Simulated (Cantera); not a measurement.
What does this Cantera script print?

```python
import numpy as np
import cantera as ct

gas_names = [...]  # 113 gases of nasa_gas.yaml made of C, H, O, Ta
cond_names = """
    C(gr) C6H6(L) C7H8(L) C8H18(L),n-octa H2O(s) H2O(L) Ta(cr) Ta(L) TaC(s) TaC(L) Ta2O5(s) Ta2O5(L)
""".split()


# ... load() reads the species with a 1 bar reference pressure and builds the phases ...
atoms = {
    'Ta2O5': {'Ta': 2, 'O': 5},
    'C': {'C': 1},
    'H2': {'H': 2},
}
top_T = {'C(gr)': 4500}  # K; cautious upper limits of use, not melting points


# ... equilibrate(T, P, feed) seeds the gas with the atoms and calls Mixture.equilibrate('TP', solver="vcs", rtol=1e-11, max_steps=5000) ...
results = []
feed = {'Ta2O5': 1, 'C': 4.3, 'H2': 2}  # mol
T = 1798  # K
for P in [10, 68, 460, 3200, 22000, 150000, 1000000]:
    mix = equilibrate(T, P, feed)
    results.append((T, P, feed, dict(zip(mix.species_names, mix.species_moles))))
    x = sorted(zip(gas.X, gas.species_names), reverse=True)
    print(f"T = {T:g} K  P = {P:g} Pa  gas = {mix.phase_moles(0):.4g} mol")
    print("   x: " + "  ".join(f"{s} {v:.3e}" for v, s in x if v > 1e-06))
    print("   condensed (mol): " + ("  ".join(f"{mix.phase(i).name} {mix.phase_moles(i):.4g}"
          for i in range(1, mix.n_phases) if mix.phase_moles(i) > 1e-12) or "none"))
```

It prints:

```
T = 1798 K  P = 10 Pa  gas = 6.363 mol
   x: CO 6.756e-01  H2 3.044e-01  H 1.942e-02  H2O 2.073e-04  TaO2 2.071e-04  CO2 1.207e-04  TaO 4.074e-05
   condensed (mol): Ta(cr) 1.72  Ta2O5(s) 0.139
T = 1798 K  P = 68 Pa  gas = 5.092 mol
   x: CO 6.029e-01  H2 3.882e-01  H 8.413e-03  H2O 3.250e-04  CO2 1.324e-04  TaO2 2.748e-05  TaO 4.398e-06
   condensed (mol): TaC(s) 1.229  Ta2O5(s) 0.3853
T = 1798 K  P = 460 Pa  gas = 5.079 mol
   x: CO 6.043e-01  H2 3.916e-01  H 3.249e-03  H2O 5.665e-04  CO2 2.293e-04  TaO2 3.090e-06
   condensed (mol): TaC(s) 1.23  Ta2O5(s) 0.3851
T = 1798 K  P = 3200 Pa  gas = 5.073 mol
   x: CO 6.047e-01  H2 3.927e-01  H 1.233e-03  H2O 9.888e-04  CO2 3.995e-04
   condensed (mol): TaC(s) 1.231  Ta2O5(s) 0.3847
T = 1798 K  P = 22000 Pa  gas = 5.069 mol
   x: CO 6.045e-01  H2 3.926e-01  H2O 1.715e-03  CO2 6.927e-04  H 4.703e-04
   condensed (mol): TaC(s) 1.232  Ta2O5(s) 0.384
T = 1798 K  P = 150000 Pa  gas = 5.066 mol
   x: CO 6.039e-01  H2 3.917e-01  H2O 2.960e-03  CO2 1.197e-03  H 1.799e-04  CH4 6.155e-06
   condensed (mol): TaC(s) 1.235  Ta2O5(s) 0.3827
T = 1798 K  P = 1e+06 Pa  gas = 5.06 mol
   x: CO 6.028e-01  H2 3.898e-01  H2O 5.063e-03  CO2 2.054e-03  CH4 1.573e-04  H 6.952e-05  C2H2,acetylene 1.201e-06
   condensed (mol): TaC(s) 1.239  Ta2O5(s) 0.3807
```

Cantera equilibrium calculation (NASA polynomials, part measured and part estimated; ideal gas, pure solids and liquids). Mutual solubility and eutectic melting of coexisting phases are not modelled. TaC: taken at fixed stoichiometry. Condensed phases not in the tables: Ta2C, N, O or C dissolved in the metal.
